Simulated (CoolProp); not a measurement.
Saturated liquid density (kg/m³) of propyne: the reference equation beside estimates from Tc = 402.7 K, pc = 5.658 MPa, ω = 0.204.

The numbers come from the reference Helmholtz-energy equation of state, Polt 1992 in CoolProp. This equation is an older, rougher fit; its heat capacities, sound speeds and derivatives of the liquid may be far off and weren't checked against measurements.

| T (K) | reference | van der Waals | Redlich-Kwong |
|---|---|---|---|
| 317.2 | 579.7 | 354.0 | 502.2 |
| 321.5 | 572.2 | … | 494.2 |
| 325.8 | 564.6 | 345.0 | 486.0 |
| 330.1 | … | … | 477.6 |
| 334.4 | 548.9 | 335.5 | 468.9 |
| 338.8 | … | 330.4 | 459.7 |
| 343.1 | 532.0 | … | 450.3 |
| 347.4 | 523.2 | 319.8 | 440.7 |
| 351.7 | 514.1 | … | 430.6 |

Question: Fill in the missing entries.

Answer: 
- 321.5, van der Waals: 349.6
- 330.1, reference: 556.9
- 330.1, van der Waals: 340.3
- 338.8, reference: 540.5
- 343.1, van der Waals: 325.2
- 351.7, van der Waals: 314.3

Absolute difference from the reference over all 9 rows, mean and median: van der Waals 38.9 and 38.9 %, Redlich-Kwong 14.7 and 14.6 %.
